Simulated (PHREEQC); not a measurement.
A solution holds 0.083 mol HF, 0.22 mol NH4F and 0.00056 mol (NH4)2SiF6 per kg of water, at 49 °C. Closed to the air; pH follows from the charge balance.

Equilibrium calculation in PHREEQC: ion-association model, wateq4f.dat.

```json
[
 {"quantity": "pH", "before": "3.82", "after": "4.07"},
 {"quantity": "HF (mol/kgw)", "before": "0.0428", "after": "0.0345"},
 {"quantity": "HF2- (mol/kgw)", "before": "0.0359", "after": "0.0457"},
 {"quantity": "H2F2 (mol/kgw)", "before": "0.00204", "after": "0.00135"}
]
```

### Question
Which change was made?
A. NH4F from 0.22 to 0.33 mol/kgw
B. temperature from 49 to 30 °C
C. temperature from 49 to 35 °C
D. 0.025 mol/kgw KF added
E. (NH4)2SiF6 left out

### Answer
A, NH4F from 0.22 to 0.33 mol/kgw

This is a speciation only: nothing precipitates in the calculation. Constants without temperature data keep their 25 °C values here. SiF6-2 is the database's only silicon fluoride.
